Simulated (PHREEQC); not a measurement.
Solution (70 °C): 120 mmol/kgw CuCl2, 160 mmol/kgw HNO3 and 0.24 mmol/kgw KCl. It is in equilibrium with CO2 at log p = -1 (atm). Otherwise closed; pH follows from the charge balance.

The numbers come from PHREEQC with the ion-association model, phreeqc.dat.

Precipitation was switched off in this run.

### Question
Predict the pH, density, activity of water.

### Answer
pH 0.92; density 0.997 g/cm³; activity of water 0.989.

### Question
In which forms is Cu present?

### Answer
Cu+2 54 %, CuCl+ 43 %, CuCl2 2.4 % of the Cu.

Species that the database lacks are ignored. Constants without temperature data keep their 25 °C values here.
